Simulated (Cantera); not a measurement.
**AlCl3 + O2 + N2 + HCl (aluminium nitride and oxide growth)**

A closed system holds: 1 mol AlCl3, 0.92 mol O2, 12 mol N2, 3.4 mol HCl, equilibrated at 1.40 mbar.

Cantera equilibrium calculation (NASA polynomials, part measured and part estimated; ideal gas, pure solids and liquids). Candidate condensed phases: Al, AlCl3, AlN, Al2O3, H2O, NH4Cl; 45 gas species. Condensed phases not in the tables: AlOCl. Kinetics and transport are ignored.

From 527 °C to 977 °C the condensed part is Al2O3(s).

```tsv
T (°C)	log p N2	log p HCl	log p Cl2	log p Cl	log p O2	log p H2O	n Al2O3(s)
527	-3.01	-3.57	-3.90	-6.98	-4.92	-5.40	0.500
577	-3.01	-3.56	-3.90	-6.50	-4.90	-5.60	0.500
627	-3.01	-3.56	-3.91	-6.08	-4.88	-5.78	0.500
677	-3.01	-3.56	-3.91	-5.71	-4.87	-5.95	0.500
727	-3.01	-3.56	-3.92	-5.37	-4.87	-6.10	0.500
777	-3.01	-3.56	-3.92	-5.06	-4.87	-6.24	0.500
827	-3.01	-3.56	-3.94	-4.79	-4.87	-6.36	0.500
877	-3.01	-3.56	-3.97	-4.55	-4.87	-6.46	0.500
927	-3.01	-3.56	-4.01	-4.33	-4.87	-6.54	0.500
977	-3.02	-3.57	-4.07	-4.14	-4.87	-6.58	0.500
```
log p: log10 of the partial pressure in bar; n: condensed amount in mol.
